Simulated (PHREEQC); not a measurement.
Make-up at 25 °C: 0.006 mol NH3, 0.0078 mol K2SiO3 and 0.11 mol K3PO4 per kg of water. Closed to the air; pH follows from the charge balance.

Model: ion-association model, phreeqc.dat, run in PHREEQC.

```
Item                          Value
--------------------  -------------
pH                            12.11
ionic strength        0.644 mol/kgw
activity of water             0.992
specific conductance    27100 µS/cm
density                 1.020 g/cm³
total alkalinity         242 meq/kg
```

```json
[
 {"species": "K+", "molality": "0.344", "activity": "0.215", "log γ": "-0.203"},
 {"species": "PO4-3", "molality": "0.0950", "activity": "0.00153", "log γ": "-1.793"},
 {"species": "OH-", "molality": "0.0212", "activity": "0.0130", "log γ": "-0.213"},
 {"species": "HPO4-2", "molality": "0.0134", "activity": "0.00263", "log γ": "-0.706"},
 {"species": "H3SiO4-", "molality": "0.00616", "activity": "0.00389", "log γ": "-0.199"},
 {"species": "NH3", "molality": "0.00598", "activity": "0.00694", "log γ": "0.064"},
 {"species": "KHPO4-", "molality": "0.00163", "activity": "0.00110", "log γ": "-0.169"},
 {"species": "H2SiO4-2", "molality": "0.00162", "activity": "0.000342", "log γ": "-0.676"},
 {"species": "H4SiO4", "molality": "1.76e-5", "activity": "2.04e-5", "log γ": "0.064"},
 {"species": "NH4+", "molality": "1.66e-5", "activity": "9.42e-6", "log γ": "-0.247"},
 {"species": "H2PO4-", "molality": "4.82e-8", "activity": "3.27e-8", "log γ": "-0.169"}
]
```

No solid was allowed to form. Species that the database lacks are ignored.
